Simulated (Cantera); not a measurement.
Cantera run:

```python
import numpy as np
import cantera as ct

gas_names = """
    CL CL2 H HCL H2 Si SiCL SiCL2 SiCL3 SiCL4 SiH SiHCL3 SiH2 SiH2CL2 SiH3 SiH3CL SiH4 Si2 Si3
""".split()
cond_names = """
    Si(cr) Si(L)
""".split()


# ... load() reads the species with a 1 bar reference pressure and builds the phases ...
atoms = {
    'Si': {'Si': 1},
    'HCl': {'H': 1, 'CL': 1},
}
top_T = {}  # K; cautious upper limits of use, not melting points


# ... equilibrate(T, P, feed) seeds the gas with the atoms and calls Mixture.equilibrate('TP', solver="vcs", rtol=1e-11, max_steps=5000) ...
results = []
T = 775  # K
P = 3.5  # Pa
for m in [1.1, 1.7, 2.6, 3.9, 5.9, 9, 14, 21]:
    feed = {'Si': 1, 'HCl': m}  # mol
    mix = equilibrate(T, P, feed)
    results.append((T, P, feed, dict(zip(mix.species_names, mix.species_moles))))

top = {s: max(r[3][s] / sum(r[3][g] for g in gas_names) for r in results) for s in gas_names}
cols = sorted((s for s in top if top[s] > 0.0001), key=lambda s: -top[s])[:7]
seen = [c for c in cond_names if any(r[3].get(c, 0) > 1e-12 for r in results)]
print("log10 of partial pressures in bar; condensed amounts in mol")
print(f"{'n(HCl)':>10s}" + "".join(f"{s[:9]:>10s}" for s in cols + seen))
for T, P, feed, n in results:
    ng = sum(n[g] for g in gas_names)
    print(f"{feed['HCl']:10.4g}" + "".join(f"{np.log10(max(n[s] / ng * P / 1e5, 1e-99)):10.3f}" for s in cols)
          + "".join(f"{n.get(c, 0):10.4g}" for c in seen))
```

Output:

```
log10 of partial pressures in bar; condensed amounts in mol
    n(HCl)       HCL        H2     SiCL4    SiHCL3     SiCL3     SiCL2    Si(cr)
       1.1    -6.301    -4.641    -4.949    -6.478    -7.543    -7.986    0.7257
       1.7    -6.301    -4.641    -4.949    -6.478    -7.543    -7.986    0.5761
       2.6    -6.301    -4.641    -4.949    -6.478    -7.543    -7.986    0.3516
       3.9    -6.301    -4.641    -4.949    -6.478    -7.543    -7.986   0.02745
       5.9    -4.867    -4.845    -5.146    -8.314    -9.277   -11.255         0
         9    -4.660    -5.058    -5.359    -8.946    -9.803   -12.094         0
        14    -4.570    -5.269    -5.570    -9.458   -10.209   -12.696         0
        21    -4.527    -5.456    -5.757    -9.875   -10.533   -13.157         0
```

These are equilibrium values from Cantera (NASA tables, ideal gas, pure condensed phases), not measurements of a reactor. The tables' values for SiCl3 are old estimates; treat these amounts as uncertain.
